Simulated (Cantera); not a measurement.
Input: 1 mol c-C₄F₈, 1.3 mol H₂, equilibrated at 2600 K and 0.240 Torr.

Method: chemical equilibrium by Gibbs-energy minimisation in Cantera with the NASA 1993 tables (ideal gas, pure condensed phases). Candidate condensed phases: C, C₆H₆, C₇H₈, C₈H₁₈; 95 gas species. The feed counts by its element totals alone. Kinetics and transport are ignored.

Base state: F 0.633, HF 0.316, CF 0.0278, CF₂ 0.00743, C₃ 0.00692, H 0.00617, C 0.00195, C₂ 0.000650 (mole fractions); condensed: C(graphite).

What changes in the equilibrium state with this change: temperature from 2600 K to 2450 K?


| species | before | after |
|---|---|---|
| F | 0.633 | 0.630 |
| HF | 0.316 | 0.330 |
| CF₂ | 0.00743 | 0.0206 |
| CF | 0.0278 | 0.0176 |
| C₅ | 3.13e-5 | 1.67e-6 |
| C₂ | 0.000650 | 6.41e-5 |
| C₃ | 0.00692 | 0.000702 |
| C(graphite), mol | 3.52 | 3.68 |
